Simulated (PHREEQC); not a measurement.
Solution (25 °C): 0.033 mol/kgw NH4HF2, 0.00014 mol/kgw (NH4)2SiF6 and 6.5e-05 mol/kgw H3BO3. Closed to the air; pH follows from the charge balance.

All values are PHREEQC results (ion-association model, wateq4f.dat), not measurements.

No solid was allowed to form.

Task: Estimate the pH, ionic strength.

Result: pH 3.17; ionic strength 0.0342 mol/kgw.

Task: In which forms is B present?

Result: BF4- 99 %, BF3OH- 1.4 % of the B.

Complexes and solids missing from the database can't appear. wateq4f.dat counts part of the HF as a dimer, H2F2, which phreeqc.dat doesn't know; its constant is uncertain. SiF6-2 is the database's only silicon fluoride. Real BF4- forms and hydrolyses slowly; the run takes it at equilibrium.
